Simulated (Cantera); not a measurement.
Charge: 1 mol SiO2, 1.1 mol H2, 0.28 mol H2O, 0.03 mol N2, held at 1200 Torr.

Equilibrium computed with Cantera from the NASA thermochemical tables; the gas is ideal and each condensed phase is pure. Candidate condensed phases: H2O, Si, SiO2, Si2N2O, Si3N4; 35 gas species. The tables hold silica as quartz up to 1696 K and as liquid above; real silica turns to tridymite and cristobalite and melts near 1996 K. Gases not in the tables: Si(OH)4. Kinetics and transport are ignored.

Task: At 1300 K, list the 4 most abundant gas species with their mole fractions, and the condensed phases.

Result: H2 0.780, H2O 0.199, N2 0.0213, NH3 1.99e-5. Condensed: SiO2(β-quartz).
